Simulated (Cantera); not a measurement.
Hydrocarbon pyrolysis for carbon deposition

An isothermal, constant-pressure homogeneous reactor starts with 12.2 % C2H4, 87.8 % H2, at 1275 K and 1330 Pa.

Model: GRI-Mech 3.0 (53 species, 325 reactions), integrated in Cantera. GRI-Mech 3.0 was tuned for natural gas; its chemistry of ethylene as a main component is partial and can be far from experiment. GRI-Mech 3.0 stops at C3 and has no aromatics, soot or wall deposition, so with more carbon than oxygen in the feed, carbon stays in small species such as C2H2 where larger ones or solid carbon would form. Radical loss at walls, strong at low pressure, is not modelled.

```
t (s)      x C2H4   x H2    x C2H2     x C2H    x C2H6       x H     x CH2
--------  -------  -----  --------  --------  --------  --------  --------
0.000100    0.122  0.878   1.95e-7    <1e-12  1.95e-12  5.11e-11    <1e-12
0.000264    0.122  0.878   5.14e-7    <1e-12  9.74e-12  1.49e-10    <1e-12
0.000696    0.122  0.878   1.36e-6    <1e-12  3.86e-11  4.21e-10    <1e-12
0.00184     0.122  0.878   3.58e-6    <1e-12  1.41e-10   1.15e-9    <1e-12
0.00484     0.122  0.878   9.45e-6    <1e-12  5.82e-10   3.06e-9    <1e-12
0.0128      0.122  0.878   2.50e-5    <1e-12   2.93e-9   8.13e-9    <1e-12
0.0337      0.122  0.878   6.65e-5    <1e-12   1.74e-8   2.18e-8    <1e-12
0.0890      0.122  0.878  0.000179    <1e-12   1.15e-7   6.22e-8    <1e-12
0.235       0.121  0.878  0.000512    <1e-12   9.46e-7   2.55e-7    <1e-12
0.619       0.119  0.878   0.00235  2.77e-12   1.62e-5   2.86e-6  3.24e-12
1.63        0.102  0.880    0.0177  5.59e-11   5.81e-5   7.66e-6  7.68e-12
4.31       0.0631  0.884    0.0522  1.69e-10   3.72e-5   7.88e-6  5.34e-12
11.4       0.0204  0.888    0.0901  3.02e-10   1.21e-5   8.21e-6  2.73e-12
30.0      0.00526  0.890     0.103  3.84e-10   3.11e-6   9.11e-6  2.31e-12
```
x: mole fraction; the columns are a selection and need not sum to one.

Equilibrium at this temperature and pressure: C2H4 0.00399, H2 0.863, C2H2 0.0869, C2H 2.18e-10, C2H6 2.99e-6, H 5.97e-6, CH2 2.54e-11 (gas phase only).
